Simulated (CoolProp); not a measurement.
R1336mzz(Z) at 310.85 K and 4.63 MPa is throttled through a valve to 0.27 MPa with no heat exchange. Each further row changes one setting.

Values from CoolProp's reference Helmholtz-energy equation of state, McLinden 2020.

| case | temperature change (K) | final phase | final density (kg/m³) |
|---|---|---|---|
| as stated | +1.0 | liquid | 1330 |
| outlet pressure 0.081 MPa | [?] | [?] | [?] |
| outlet pressure 0.351 MPa | +1.0 | liquid | 1330 |

Fill in the missing entries.


- outlet pressure 0.081 MPa, temperature change (K): -10.2
- outlet pressure 0.081 MPa, final phase: two-phase, vapour fraction 0.083
- outlet pressure 0.081 MPa, final density (kg/m³): 63.8
